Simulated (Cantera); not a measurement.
What does this Cantera script print?

```python
import numpy as np
import cantera as ct

gas_names = """
    N NO NO2 NO3 N2 N2O O O2 O3 Pb PbO Pb2
""".split()
cond_names = """
    Pb(cr) Pb(L) PbO(rd) PbO(yw) PbO(L) PbO2(s) Pb3O4(s)
""".split()


# ... load() reads the species with a 1 bar reference pressure and builds the phases ...
atoms = {
    'Pb': {'Pb': 1},
    'O2': {'O': 2},
    'N2': {'N': 2},
}
top_T = {'Pb3O4(s)': 820}  # K; cautious upper limits of use, not melting points


# ... equilibrate(T, P, feed) seeds the gas with the atoms and calls Mixture.equilibrate('TP', solver="vcs", rtol=1e-11, max_steps=5000) ...
results = []
feed = {'Pb': 1, 'O2': 2.3, 'N2': 0.36}  # mol
T = 573.15  # K
for P in [10, 36, 130, 460, 1700, 6000, 22000, 77000, 280000, 1000000]:
    mix = equilibrate(T, P, feed)
    results.append((T, P, feed, dict(zip(mix.species_names, mix.species_moles))))

top = {s: max(r[3][s] / sum(r[3][g] for g in gas_names) for r in results) for s in gas_names}
cols = sorted((s for s in top if top[s] > 0.001), key=lambda s: -top[s])[:5]
seen = [c for c in cond_names if any(r[3].get(c, 0) > 1e-12 for r in results)]
print("log10 of partial pressures in bar; condensed amounts in mol")
print(f"{'P/Pa':>10s}" + "".join(f"{s[:9]:>10s}" for s in cols + seen))
for T, P, feed, n in results:
    ng = sum(n[g] for g in gas_names)
    print(f"{P:10.4g}" + "".join(f"{np.log10(max(n[s] / ng * P / 1e5, 1e-99)):10.3f}" for s in cols)
          + "".join(f"{n.get(c, 0):10.4g}" for c in seen))
```

It prints:

```
log10 of partial pressures in bar; condensed amounts in mol
      P/Pa        O2        N2   PbO(rd)  Pb3O4(s)
        10    -4.079    -4.778         1         0
        36    -3.523    -4.222         1         0
       130    -2.965    -3.664         1         0
       460    -2.416    -3.115         1         0
      1700    -1.849    -2.548         1         0
      6000    -1.308    -1.965         0    0.3333
   2.2e+04    -0.744    -1.401         0    0.3333
   7.7e+04    -0.200    -0.857         0    0.3333
   2.8e+05     0.361    -0.296         0    0.3333
     1e+06     0.913     0.257         0    0.3333
```

Cantera equilibrium calculation (NASA polynomials, part measured and part estimated; ideal gas, pure solids and liquids).
